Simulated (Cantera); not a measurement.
A closed system holds: 1 mol SiHCl3, 13 mol H2, held at 1 atm.

These are equilibrium values from Cantera (NASA tables, ideal gas, pure condensed phases), not measurements of a reactor. Candidate condensed phases: Si; 19 gas species. The tables' values for SiCl3 are old estimates; treat these amounts as uncertain. The numbers say what is thermodynamically allowed, not how fast it happens.

Task: At 977 °C, list the 5 most abundant gas species with their mole fractions, and the condensed phases.

Result: H2 0.907, HCl 0.0427, SiCl4 0.0224, SiHCl3 0.0169, SiCl2 0.00506. Condensed: Si(s).
